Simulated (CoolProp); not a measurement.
Model: reference Helmholtz-energy equation of state, Lemmon 2006, in CoolProp. It is a short technical equation, of lower accuracy than the large ones.

### Question
For toluene, give the phase and the cp (kJ/(kg K)), cv (kJ/(kg K)), expansivity (1/kK), conductivity (mW/(m K)) at 541.9 K and 4.42 MPa; 594 K and 4.42 MPa; 620 K and 4.42 MPa.

### Answer
- 541.9 K and 4.42 MPa: liquid; cp 2.72, cv 2.01, expansivity 3.25, conductivity 80.5
- 594 K and 4.42 MPa: supercritical; cp 6.18, cv 2.23, expansivity 33.8, conductivity 78.4
- 620 K and 4.42 MPa: supercritical; cp 3.27, cv 2.24, expansivity 10.9, conductivity 54.8

Thermal conductivity comes from a separate model (Assael 2012).
